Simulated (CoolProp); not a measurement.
A Linde-Hampson liquefier for dry air: isothermal reversible compression at 300 K from 1 atm to 25 MPa, throttling to 1 atm, return gas leaving the recuperator 2 K below the feed. Each further row changes one setting.

Values from CoolProp's reference Helmholtz-energy equation of state, Lemmon 2000. It is a pseudo-pure fit of the blend.

| case | liquid yield per pass | compression work (kJ/kg of gas) |
|---|---|---|
| as stated | 0.087 | 474 |
| high pressure 50 MPa | 0.100 | 544 |
| warm-end temperature 330 K | 0.064 | 525 |
| warm-end gap 7 K | 0.076 | 474 |
